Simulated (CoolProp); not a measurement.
Vapour-liquid equilibrium of R134a (1) + methanol (2) at 273.8 K; x and y are mole fractions of (1).

Computed with CoolProp (multi-fluid Helmholtz-energy mixture model, Tillner-Roth 1994 and de Reuck 1993; pair parameters Bell 2016).

```csv
x,"bubble pressure, mixture model (bar)","bubble pressure, Raoult's law (bar)","y, mixture model","y, Raoult's law"
0.05,0.6272,0.1900,0.934,0.789
0.125,1.180,0.4117,0.965,0.910
0.2,1.500,0.6333,0.973,0.947
0.275,1.694,0.8550,0.977,0.964
0.35,1.824,1.077,0.979,0.974
0.425,1.925,1.298,0.981,0.981
0.5,2.017,1.520,0.982,0.986
0.575,2.112,1.742,0.984,0.990
0.65,2.219,1.963,0.985,0.992
0.725,2.342,2.185,0.988,0.995
0.8,2.486,2.407,0.990,0.996
0.875,2.653,2.628,0.993,0.998
0.95,2.849,2.850,0.997,0.999
```

The largest gap from Raoult's law is +230.1 % in bubble pressure, at x = 0.05. No azeotrope shows between x = 0.05 and 0.95.

Pair parameters are fitted to limited data, so mixtures are less certain than the pure fluids. With so large a gap from Raoult's law the liquid may split in two, which this calculation doesn't test in full.
